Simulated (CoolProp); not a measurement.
Vapour-liquid equilibrium of carbon dioxide (1) + hydrogen sulfide (2) at 274.6 K; x and y are mole fractions of (1).

Computed with CoolProp (multi-fluid Helmholtz-energy mixture model, Span 1996 and Lemmon 2006; pair parameters Kunz 2012).

```tsv
x	bubble pressure (bar)	y at the bubble point	dew pressure at overall composition x (bar)	liquid density (mol/L)
0.05	13.56	0.220	11.31	24.33
0.125	17.21	0.405	12.21	24.18
0.2	20.22	0.512	13.26	23.91
0.275	22.71	0.582	14.49	23.53
0.35	24.79	0.634	15.96	23.08
0.425	26.56	0.676	17.72	22.59
0.5	28.13	0.712	19.85	22.08
0.575	29.56	0.747	22.43	21.59
0.65	30.92	0.782	25.46	21.14
0.725	32.22	0.820	28.66	20.78
0.8	33.45	0.861	31.55	20.55
0.875	34.60	0.908	33.82	20.48
0.95	35.62	0.961	35.44	20.63
```

No azeotrope shows between x = 0.05 and 0.95.

Pair parameters are fitted to limited data, so mixtures are less certain than the pure fluids.
